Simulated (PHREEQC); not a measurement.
Consider water at 25 °C with 0.66 mol/kgw KOH, 0.0002 mol/kgw K2SO4 and 9e-05 mol/kgw CO2. Closed to the air; pH follows from the charge balance.

Computed with PHREEQC (ion-association model, phreeqc.dat).

Problem. The ionic strength comes out as 0.660 mol/kgw. What activity coefficients do SO4-2, KSO4-, OH-, CO3-2, K+ get?

Solution. SO4-2 0.18, KSO4- 0.68, OH- 0.61, CO3-2 0.21, K+ 0.63.

No solid was allowed to form. Species that the database lacks are ignored.
